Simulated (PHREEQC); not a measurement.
Dissolve 0.00011 mol/kgw Ag2SO4, 0.00035 mol/kgw NaNO3 and 0.12 mol/kgw Zn(NO3)2 at 25 °C. Closed to the air; pH follows from the charge balance.

All values are PHREEQC results (ion-association model, wateq4f.dat), not measurements.

No solid was allowed to form.

**Question.** What pH does the model give?

**Answer.** pH 5.21.

**Question.** In which forms is Ag present?

**Answer.** Ag+ 95 %, AgNO3 5.1 % of the Ag.

Complexes and solids missing from the database can't appear.
